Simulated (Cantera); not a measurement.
Mixture: H₂ : O₂ : N₂ : CO₂ = 1 : 1.22 : 4.59 : 0.019 (molar parts), equivalence ratio 0.41, at 1000000 Pa, adiabatic and at constant pressure. Ignition delay is the time to a rise of 400 K.

Model: GRI-Mech 3.0 (53 species, 325 reactions), integrated in Cantera. The hydrogen kinetics of GRI-Mech 3.0 are dated; newer H2 mechanisms differ, most at raised pressure. Where the delays flatten at high temperature, the 400 K rule measures the pace of heat release, not the induction time.

Question: Predict: delay at 1023 K; delay at 1223 K; delay at 1423 K; delay at 1623 K; delay at 1823 K.

Answer: 
| Quantity | Value |
|---|---|
| delay at 1023 K | 7.93 ms |
| delay at 1223 K | 27.6 µs |
| delay at 1423 K | 2.43 µs |
| delay at 1623 K | 1.25 µs |
| delay at 1823 K | 0.925 µs |
